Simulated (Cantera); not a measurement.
What does this Cantera script print?

```python
import numpy as np
import cantera as ct

gas_names = """
    N NO NO2 NO3 N2 N2O O O2 O3 Si SiN SiO SiO2 Si2 Si2N Si3
""".split()
cond_names = """
    Si(cr) Si(L) SiO2(Lqz) SiO2(hqz) SiO2(L) Si2N2O(s) Si3N4(a)
""".split()


# ... load() reads the species with a 1 bar reference pressure and builds the phases ...
atoms = {
    'Si3N4': {'Si': 3, 'N': 4},
    'N2O': {'N': 2, 'O': 1},
    'N2': {'N': 2},
}
top_T = {'Si2N2O(s)': 2100, 'Si3N4(a)': 2400}  # K; cautious upper limits of use, not melting points


# ... equilibrate(T, P, feed) seeds the gas with the atoms and calls Mixture.equilibrate('TP', solver="vcs", rtol=1e-11, max_steps=5000) ...
results = []
feed = {'Si3N4': 1, 'N2O': 0.52, 'N2': 6}  # mol
P = 2600  # Pa
for T in [1523, 1573, 1623, 1673, 1723, 1773, 1823, 1873, 1923, 1973]:
    mix = equilibrate(T, P, feed)
    results.append((T, P, feed, dict(zip(mix.species_names, mix.species_moles))))

top = {s: max(r[3][s] / sum(r[3][g] for g in gas_names) for r in results) for s in gas_names}
cols = sorted((s for s in top if top[s] > 1e-05), key=lambda s: -top[s])[:9]
seen = [c for c in cond_names if any(r[3].get(c, 0) > 1e-12 for r in results)]
print("log10 of partial pressures in bar; condensed amounts in mol")
print(f"{'T/K':>10s}" + "".join(f"{s[:9]:>10s}" for s in cols + seen))
for T, P, feed, n in results:
    ng = sum(n[g] for g in gas_names)
    print(f"{T:10.4g}" + "".join(f"{np.log10(max(n[s] / ng * P / 1e5, 1e-99)):10.3f}" for s in cols)
          + "".join(f"{n.get(c, 0):10.4g}" for c in seen))
```

Result:

```
log10 of partial pressures in bar; condensed amounts in mol
       T/K        N2       SiO        Si      Si2N       SiN       Si2     Si(L) Si2N2O(s)  Si3N4(a)
      1523    -1.585    -6.672    -9.441   -11.675   -10.167   -13.961         0    0.5199    0.6534
      1573    -1.585    -6.044    -8.690   -10.720    -9.502   -12.797         0    0.5198    0.6534
      1623    -1.585    -5.455    -7.985    -9.824    -8.879   -11.707         0    0.5191    0.6536
      1673    -1.585    -4.902    -7.324    -8.984    -8.295   -10.683         0    0.5168    0.6544
      1723    -1.586    -4.383    -6.701    -8.193    -7.744    -9.719         0    0.5093    0.6569
      1773    -1.587    -3.893    -6.113    -7.448    -7.225    -8.810         0    0.4868    0.6643
      1823    -1.591    -3.430    -5.557    -6.742    -6.735    -7.948         0    0.4224    0.6856
      1873    -1.604    -2.959    -5.055    -6.128    -6.300    -7.182     2.326    0.1506         0
      1923    -1.611    -2.825    -4.770    -5.927    -6.077    -6.839     2.473         0         0
      1973    -1.611    -2.826    -4.501    -5.733    -5.863    -6.514     2.467         0         0
```

These are equilibrium values from Cantera (NASA tables, ideal gas, pure condensed phases), not measurements of a reactor. Mutual solubility and eutectic melting of coexisting phases are not modelled. The tables' values for SiN are old estimates; treat these amounts as uncertain.
